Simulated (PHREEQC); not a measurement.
Copper plating or etch bath (model solution)

Solution (25 °C): 0.56 mol/kgw CuCl2, 0.046 mol/kgw KCl and 0.00049 mol/kgw FeCl3. Closed to the air; pH follows from the charge balance.

Equilibrium calculation in PHREEQC: ion-association model, wateq4f.dat.

No solid was allowed to form.

Predict the pH, activity of water, ionic strength.

pH 3.59; activity of water 0.974; ionic strength 1.31 mol/kgw.

In which forms is Cu present?

Cu+2 64 %, CuCl+ 31 %, CuCl2 4.1 % of the Cu.

Saturation is exceeded, for instance for Atacamite, Hematite (slow to form); the values hold only as long as no solid forms. The ionic strength is past about 0.7 mol/kgw, beyond the range of this activity model, so the values are rough.
